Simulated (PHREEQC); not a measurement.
Consider water at 25 °C with 0.12 mol H2SO4, 0.015 mol K2SO4 and 0.00018 mol CO2 per kg of water. Closed to the air; pH follows from the charge balance.

The numbers come from PHREEQC with the ion-association model, wateq4f.dat.

No solid was allowed to form.

Predict the pH, ionic strength.

pH 0.98; ionic strength 0.186 mol/kgw.

In which forms is S present?

HSO4- 80 %, SO4-2 19 %, KSO4- 1.1 % of the S.
